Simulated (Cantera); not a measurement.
An adiabatic, constant-volume homogeneous reactor starts with 5.56 % C₃H₈, 19.9 % O₂, 74.6 % N₂, equivalence ratio 1.4, at 1625 K and 9.87 atm.

Detailed kinetics in Cantera: GRI-Mech 3.0 (53 species, 325 reactions). GRI-Mech 3.0 was tuned for natural gas; its chemistry of propane as a main component is partial and can be far from experiment. Above 3000 K some thermodynamic fits are extrapolated.

Task: Predict: time of steepest temperature rise; temperature at 0.900 s; equilibrium temperature; x(O₂) at 0.900 s; x(NO₂) at 0.900 s; x(H₂) at 0.900 s; x(NO) at 0.900 s.

Result: 
- time of steepest temperature rise: 5.95 µs
- temperature at 0.900 s: 3241 K
- equilibrium temperature: 3241 K
- x(O₂) at 0.900 s: 0.00301 (gas-phase equilibrium 0.00301)
- x(NO₂) at 0.900 s: 1.93e-6 (gas-phase equilibrium 1.93e-6)
- x(H₂) at 0.900 s: 0.0469 (gas-phase equilibrium 0.0469)
- x(NO) at 0.900 s: 0.00676 (gas-phase equilibrium 0.00676)
